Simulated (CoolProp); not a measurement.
Computed with CoolProp (reference Helmholtz-energy equation of state, Lemmon 2006). It is a short technical equation, of lower accuracy than the large ones.

Give the vapour pressure (MPa), liquid density (kg/m³), vapour density (kg/m³), liquid cp (kJ/(kg K)) of saturated carbon monoxide at 110 K.


| T (K) | p (MPa) | liquid density (kg/m³) | vapour density (kg/m³) | liquid cp (kJ/(kg K)) |
|---|---|---|---|---|
| 110 | 1.07 | 647 | 41.7 | 2.56 |
